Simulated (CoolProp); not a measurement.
Vapour-liquid equilibrium of CHF3 (R23) (1) + R134a (2) at -30.85 °C; x and y are mole fractions of (1).

Computed with CoolProp (multi-fluid Helmholtz-energy mixture model, Penoncello 2003 and Tillner-Roth 1994; pair parameters Bell 2016).

```
x      bubble pressure (MPa)  y at the bubble point  dew pressure at overall composition x (MPa)  liquid density (mol/L)
-----  ---------------------  ---------------------  -------------------------------------------  ----------------------
0.05                       ?                  0.347                                      0.08502                   13.82
0.125                 0.1786                  0.586                                      0.09179                   14.10
0.2                   0.2380                  0.708                                      0.09972                   14.38
0.275                 0.2986                  0.784                                            ?                   14.68
0.35                       ?                  0.835                                       0.1205                   14.98
0.425                 0.4243                  0.873                                            ?                   15.28
0.5                   0.4898                  0.902                                       0.1520                   15.58
0.575                 0.5572                  0.924                                       0.1748                   15.89
0.65                  0.6265                      ?                                       0.2056                       ?
0.725                 0.6979                  0.958                                       0.2491                   16.50
0.8                   0.7713                  0.972                                       0.3156                   16.80
0.875                 0.8469                      ?                                            ?                   17.08
0.95                  0.9250                  0.994                                       0.6572                   17.34
```

Fill in the missing entries.


- 0.05, bubble pressure (MPa): 0.1199
- 0.275, dew pressure at overall composition x (MPa): 0.1091
- 0.35, bubble pressure (MPa): 0.3607
- 0.425, dew pressure at overall composition x (MPa): 0.1345
- 0.65, y at the bubble point: 0.943
- 0.65, liquid density (mol/L): 16.20
- 0.875, y at the bubble point: 0.983
- 0.875, dew pressure at overall composition x (MPa): 0.4286

No azeotrope shows between x = 0.05 and 0.95.

Pair parameters are fitted to limited data, so mixtures are less certain than the pure fluids.
